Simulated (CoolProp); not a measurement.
Vapour-liquid equilibrium of nitrogen (1) + oxygen (2) at 103 K; x and y are mole fractions of (1).

Computed with CoolProp (multi-fluid Helmholtz-energy mixture model, Span 2000 and Schmidt 1985; pair parameters Gernert 2013).

```
x      bubble pressure (MPa)  y at the bubble point  dew pressure at overall composition x (MPa)  liquid density (mol/L)
-----  ---------------------  ---------------------  -------------------------------------------  ----------------------
0.05                  0.3604                  0.137                                       0.3367                   33.07
0.125                 0.4119                  0.292                                       0.3571                   32.31
0.2                   0.4607                  0.410                                       0.3799                   31.56
0.275                 0.5076                  0.505                                       0.4056                   30.82
0.35                  0.5532                  0.583                                       0.4346                   30.09
0.425                 0.5981                  0.651                                       0.4675                   29.36
0.5                   0.6425                  0.710                                       0.5051                   28.64
0.575                 0.6870                  0.763                                       0.5480                   27.93
0.65                  0.7318                  0.812                                       0.5975                   27.23
0.725                 0.7772                  0.857                                       0.6544                   26.52
0.8                   0.8234                  0.899                                       0.7203                   25.82
0.875                 0.8708                  0.938                                       0.7966                   25.12
0.95                  0.9194                  0.976                                       0.8853                   24.41
```

No azeotrope shows between x = 0.05 and 0.95.

The pair parameters rest on a limited set of measurements; away from them the model extrapolates. The gap from Raoult's law changes sign with composition, which may be real or a fault of the pair parameters; it wasn't checked against measurements.
